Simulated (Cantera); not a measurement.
A perfectly stirred reactor is fed with C₃H₈ : O₂ : N₂ = 1 : 10.4 : 39.2 (molar parts), equivalence ratio 0.48, at 2030 Torr; it is adiabatic with a 350 K inlet, and is followed from long to short residence time, starting on the burning branch (τ in s: 0.24, 0.089, 0.034, 0.013, 0.0048, 0.0018, 0.00068, 0.00026, 9.7e-05, 3.7e-05).

Model: GRI-Mech 3.0 (53 species, 325 reactions), integrated in Cantera. GRI-Mech 3.0 was tuned for natural gas; its chemistry of propane as a main component is partial and can be far from experiment.

x: mole fraction; the columns are a selection and need not sum to one.

| τ (s) | T (K) | x C₃H₈ | x O₂ | x C₂H₄ | x HCN | x CO₂ | x CH₃ |
|---|---|---|---|---|---|---|---|
| 0.24 | 1508 | 1.35e-6 | 0.105 | 4.47e-6 | 8.95e-10 | 0.0579 | 6.80e-7 |
| 0.089 | 1506 | 2.69e-6 | 0.105 | 8.36e-6 | 1.42e-9 | 0.0578 | 1.33e-6 |
| 0.034 | 1502 | ? | 0.105 | ? | ? | 0.0574 | ? |
| 0.013 | 1496 | 9.90e-6 | 0.105 | 2.72e-5 | 2.27e-9 | 0.0567 | 4.63e-6 |
| 0.0048 | 1481 | 1.99e-5 | 0.106 | 5.10e-5 | 2.49e-9 | 0.0551 | 8.86e-6 |
| 0.0018 | 1449 | ? | 0.108 | ? | ? | 0.0513 | ? |
| 0.00068 | 350 | 0.0198 | 0.206 | <1e-12 | <1e-12 | <1e-12 | <1e-12 |
| 0.00026 | 350 | 0.0198 | 0.206 | <1e-12 | <1e-12 | <1e-12 | <1e-12 |
| 9.7e-5 | 350 | 0.0198 | 0.206 | <1e-12 | <1e-12 | <1e-12 | <1e-12 |
| 3.7e-5 | 350 | 0.0198 | 0.206 | <1e-12 | <1e-12 | <1e-12 | <1e-12 |

Some entries are withheld; supply them.


- 0.034, x C₃H₈: 5.16e-6
- 0.034, x C₂H₄: 1.51e-5
- 0.034, x HCN: 1.93e-9
- 0.034, x CH₃: 2.50e-6
- 0.0018, x C₃H₈: 4.51e-5
- 0.0018, x C₂H₄: 0.000107
- 0.0018, x HCN: 2.98e-9
- 0.0018, x CH₃: 1.83e-5
